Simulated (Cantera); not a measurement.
An isothermal, constant-pressure homogeneous reactor starts with 0.475 % CO, 5.93 % O2, 2.28 % H2O, 91.3 % N2, at 950 K and 1.00 bar.

Detailed kinetics in Cantera: GRI-Mech 3.0 (53 species, 325 reactions).

x: mole fraction; the columns are a selection and need not sum to one.

```tsv
t (s)	x CO	x O2	x H2O	x H2	x H2O2
0.000100	0.00475	0.0593	0.0228	<1e-12	<1e-12
0.000250	0.00475	0.0593	0.0228	<1e-12	<1e-12
0.000626	0.00475	0.0593	0.0228	<1e-12	<1e-12
0.00157	0.00475	0.0593	0.0228	<1e-12	<1e-12
0.00391	0.00475	0.0593	0.0228	4.00e-12	<1e-12
0.00979	0.00475	0.0593	0.0228	2.19e-11	<1e-12
0.0245	0.00475	0.0593	0.0228	1.28e-10	1.32e-11
0.0613	0.00475	0.0593	0.0228	…	1.27e-9
0.153	0.00473	0.0593	0.0228	…	5.58e-7
0.383	0.00455	0.0593	0.0228	…	3.40e-6
0.959	0.00398	0.0590	0.0228	…	3.35e-6
2.40	0.00286	0.0585	0.0228	…	2.49e-6
6.00	0.00136	0.0578	0.0229	…	1.12e-6
```

Some entries are withheld; supply them.


- 0.0613, x H2: 1.48e-9
- 0.153, x H2: 1.02e-7
- 0.383, x H2: 2.36e-6
- 0.959, x H2: 7.14e-6
- 2.40, x H2: 8.03e-6
- 6.00, x H2: 3.66e-6
